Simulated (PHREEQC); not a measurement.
A solution holds 0.068 mol NH4Cl, 0.00086 mol NH3 and 6.5e-05 mol KCl per kg of water, at 20 °C. Closed to the air; pH follows from the charge balance.

Equilibrium calculation in PHREEQC: ion-association model, phreeqc.dat.

Each row changes one thing in this solution. No solid was allowed to form.

```csv
case,pH,ionic strength (mol/kgw),NH3 (mol/kgw),SI of Sylvite (KCl)
as made,7.62,0.0681,0.000860,-6.43
NH3 left out,___,0.0681,___,-6.43
temperature from 20 to 5 °C,8.12,0.0681,0.000860,-6.34
KCl from 6.5e-05 to 1.3e-05 mol/kgw,7.62,0.0680,0.000860,___
0.009 mol/kgw Ca(OH)2 added,___,0.0771,0.0188,-6.44
NH3 from 0.00086 to 0.000946 mol/kgw,7.66,0.0681,0.000946,-6.43
0.0044 mol/kgw CO2 added,5.67,0.0689,9.72e-6,-6.43
NH4Cl from 0.068 to 0.0748 mol/kgw,7.58,0.0749,0.000860,-6.39
temperature from 20 to 10 °C,7.95,0.0681,0.000860,___
```

Some entries are withheld; supply them.


- NH3 left out, pH: 5.38
- NH3 left out, NH3 (mol/kgw): 4.96e-6
- KCl from 6.5e-05 to 1.3e-05 mol/kgw, SI of Sylvite (KCl): -7.13
- 0.009 mol/kgw Ca(OH)2 added, pH: 9.10
- temperature from 20 to 10 °C, SI of Sylvite (KCl): -6.37

At this temperature some constants are extrapolated from 25 °C, and those without enthalpy data are left unchanged.
